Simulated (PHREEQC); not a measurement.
**Metal-bearing waste water: speciation**

A solution holds 3.8 mmol/kgw MnSO4, 37 mmol/kgw ZnCl2, 34 mmol/kgw H2SO4 and 5.1 mmol/kgw NaCl, at 25 °C. Closed to the air; pH follows from the charge balance.

All values are PHREEQC results (ion-association model, phreeqc.dat), not measurements.

Each row changes one thing in this solution. This is a speciation only: nothing precipitates in the calculation.

```json
[
 {"case": "as made", "pH": "1.39", "ionic strength (mol/kgw)": "0.160", "Zn+2 (mol/kgw)": "0.0275", "HSO4- (mol/kgw)": "0.0180", "SO4-2 (mol/kgw)": "0.0109", "ZnSO4 (mol/kgw)": "0.00694", "SI of Halite (NaCl)": "-5.24"},
 {"case": "ZnCl2 from 0.037 to 0.074 mol/kgw", "pH": "1.38", "ionic strength (mol/kgw)": "0.255", "Zn+2 (mol/kgw)": "0.0569", "HSO4- (mol/kgw)": "0.0154", "SO4-2 (mol/kgw)": "0.0106", "ZnSO4 (mol/kgw)": "0.00972", "SI of Halite (NaCl)": "-5.00"},
 {"case": "0.022 mol/kgw CaBr2 added", "pH": "1.39", "ionic strength (mol/kgw)": "0.221", "Zn+2 (mol/kgw)": "0.0290", "HSO4- (mol/kgw)": "0.0160", "SO4-2 (mol/kgw)": "0.0107", "ZnSO4 (mol/kgw)": "0.00562", "SI of Halite (NaCl)": "-5.26"},
 {"case": "diluted 5-fold with water", "pH": "2.00", "ionic strength (mol/kgw)": "0.0360", "Zn+2 (mol/kgw)": "0.00589", "HSO4- (mol/kgw)": "0.00220", "SO4-2 (mol/kgw)": "0.00381", "ZnSO4 (mol/kgw)": "0.00134", "SI of Halite (NaCl)": "-6.52"},
 {"case": "temperature from 25 to 50 °C", "pH": "1.44", "ionic strength (mol/kgw)": "0.151", "Zn+2 (mol/kgw)": "0.0262", "HSO4- (mol/kgw)": "0.0223", "SO4-2 (mol/kgw)": "0.00839", "ZnSO4 (mol/kgw)": "0.00573", "SI of Halite (NaCl)": "-5.28"},
 {"case": "NaCl from 0.0051 to 0.051 mol/kgw", "pH": "1.40", "ionic strength (mol/kgw)": "0.207", "Zn+2 (mol/kgw)": "0.0275", "HSO4- (mol/kgw)": "0.0176", "SO4-2 (mol/kgw)": "0.0116", "ZnSO4 (mol/kgw)": "0.00608", "SI of Halite (NaCl)": "-4.06"}
]
```

Constants without temperature data keep their 25 °C values here.
